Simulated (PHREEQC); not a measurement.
## Acid rinse or clean: speciation

A solution holds 67 mmol/kgw HNO3, 90 mmol/kgw AlCl3 and 0.53 mmol/kgw MgCl2, at 85 °C. Closed to the air; pH follows from the charge balance.

The numbers come from PHREEQC with the ion-association model, wateq4f.dat.

This is a speciation only: nothing precipitates in the calculation.

### Question
Predict the pH.

### Answer
pH 1.31.

Away from 25 °C the constants follow the database's enthalpies or fits; those with neither stay at their 25 °C values.
